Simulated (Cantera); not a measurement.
Feed: 1 mol Al, 88 mol N₂, equilibrated at 823 K and 3.30 Torr.

These are equilibrium values from Cantera (NASA tables, ideal gas, pure condensed phases), not measurements of a reactor. Candidate condensed phases: Al, AlN; 5 gas species. Equilibrium is a limit: real reactors are often held back by kinetics, nucleation or transport.

Base state: N₂ 1.00 (mole fractions); condensed: AlN(s).

Q: What changes in the equilibrium state with this change: 1.6 mol NH₃ added?

A: 
```csv
species,before,after
N₂,1.00,0.974
H₂,0,0.0265
"AlN(s), mol",1.00,1.00
```
